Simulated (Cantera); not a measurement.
A closed system holds: 1 mol SiCl₄, 0.078 mol Cl₂, 11 mol N₂, held at 7.50 Torr.

Cantera equilibrium calculation (NASA polynomials, part measured and part estimated; ideal gas, pure solids and liquids). Candidate condensed phases: Si, Si₃N₄; 13 gas species. The tables' values for SiCl₃ are old estimates; treat these amounts as uncertain. Equilibrium is a limit: real reactors are often held back by kinetics, nucleation or transport.

x: gas mole fraction; nothing condenses.

| T (°C) | x N₂ | x SiCl₄ | x Cl | x SiCl₃ | x SiCl₂ | x Cl₂ | x SiCl |
|---|---|---|---|---|---|---|---|
| 577 | 0.911 | 0.0828 | 2.24e-5 | 2.26e-11 | <1e-12 | 0.00645 | <1e-12 |
| 652 | 0.911 | 0.0828 | (withheld) | 4.99e-10 | <1e-12 | 0.00641 | <1e-12 |
| 727 | 0.911 | 0.0828 | 0.000308 | 6.95e-9 | <1e-12 | 0.00630 | <1e-12 |
| 802 | 0.910 | 0.0828 | 0.000857 | 6.78e-8 | <1e-12 | 0.00603 | <1e-12 |
| 877 | 0.910 | 0.0827 | 0.00202 | 5.06e-7 | 3.39e-11 | 0.00544 | <1e-12 |
| 952 | 0.909 | 0.0826 | 0.00406 | 3.12e-6 | 9.31e-10 | 0.00442 | <1e-12 |
| 1027 | 0.908 | 0.0825 | 0.00683 | 1.71e-5 | 2.11e-8 | 0.00303 | <1e-12 |
| 1102 | 0.906 | 0.0823 | (withheld) | 8.83e-5 | (withheld) | (withheld) | <1e-12 |
| 1177 | 0.905 | 0.0819 | 0.0117 | 0.000425 | 8.07e-6 | 0.000801 | <1e-12 |
| 1252 | 0.904 | 0.0803 | 0.0139 | 0.00173 | 0.000111 | 0.000409 | 5.14e-11 |
| 1327 | 0.899 | 0.0758 | 0.0190 | 0.00511 | 0.000849 | 0.000298 | 1.79e-9 |
| 1402 | 0.889 | 0.0666 | 0.0298 | 0.0107 | 0.00356 | 0.000314 | 2.50e-8 |
| 1477 | 0.872 | 0.0522 | 0.0486 | 0.0171 | 0.00997 | 0.000384 | 1.95e-7 |

Q: Some entries are withheld; supply them.

A: 
- 652, x Cl: 9.26e-5
- 1102, x Cl: 0.00958
- 1102, x SiCl₂: 4.35e-7
- 1102, x Cl₂: 0.00168
